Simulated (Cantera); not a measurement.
A perfectly stirred reactor is fed with C2H6 : O2 : N2 : H2O = 0.62 : 2.92 : 11 : 0.35 (molar parts), equivalence ratio 0.74, at 500000 Pa; it is adiabatic with a 573 K inlet, and is followed from long to short residence time, starting on the burning branch (τ in s: 0.19, 0.07, 0.025, 0.009, 0.0033, 0.0012, 0.00042, 0.00015, 5.5e-05).

Cantera simulation using GRI-Mech 3.0 (53 species, 325 reactions); the numbers are that mechanism's predictions, not measurements.

Question: Predict: blow-out, bracketed by the residence times tried; x(C2H6) at τ = 0.190 s; x(O2) at τ = 0.190 s; x(H2O) at τ = 0.190 s; x(CH2) at τ = 0.190 s; x(C2H4) at τ = 0.190 s; x(C2H6) at τ = 3.30 ms; x(O2) at τ = 3.30 ms; x(H2O) at τ = 3.30 ms; x(CH2) at τ = 3.30 ms; x(C2H4) at τ = 3.30 ms.

Answer: 
* **blow-out, bracketed by the residence times tried**: burning at 55.0 µs, the shortest tried
* **x(C2H6) at τ = 0.190 s**: 6.22e-8
* **x(O2) at τ = 0.190 s**: 0.0484
* **x(H2O) at τ = 0.190 s**: 0.144
* **x(CH2) at τ = 0.190 s**: 6.05e-9
* **x(C2H4) at τ = 0.190 s**: 1.97e-7
* **x(C2H6) at τ = 3.30 ms**: 2.67e-6
* **x(O2) at τ = 3.30 ms**: 0.0496
* **x(H2O) at τ = 3.30 ms**: 0.143
* **x(CH2) at τ = 3.30 ms**: 2.56e-7
* **x(C2H4) at τ = 3.30 ms**: 7.74e-6
